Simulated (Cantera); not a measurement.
# Thermodynamics of roasting and sulfation, feed FeS2 + H2S + O2

Feed: 1 mol FeS2, 0.67 mol H2S, 0.034 mol O2, at 1398 K and 140000 Pa.

Cantera equilibrium calculation (NASA polynomials, part measured and part estimated; ideal gas, pure solids and liquids). Candidate condensed phases: Fe, FeO, Fe(OH)2, Fe(OH)3, FeS, FeSO4, FeS2, Fe2O3, Fe2(SO4)3, Fe3O4, H2O, H2SO4, S; 22 gas species. FeS: taken at fixed stoichiometry. Equilibrium is a limit: real reactors are often held back by kinetics, nucleation or transport.

```yaml
x(S2): 0.464
x(H2S): 0.400
x(H2): 0.0803
x(H2O): 0.0532
x(SH): 0.00203
x(S2O): 0.000485
x(SO2): 0.000240
x(SO): 4.97e-5
x(S): 6.58e-6
n(FeS(s)): 1.00 mol
gas_amount: 1.255 mol
log10 activity of S(l) (absent): -1.19
log10 activity of Fe(γ) (absent): -2.66
log10 activity of Fe(OH)2(s) (absent): -9.01
```
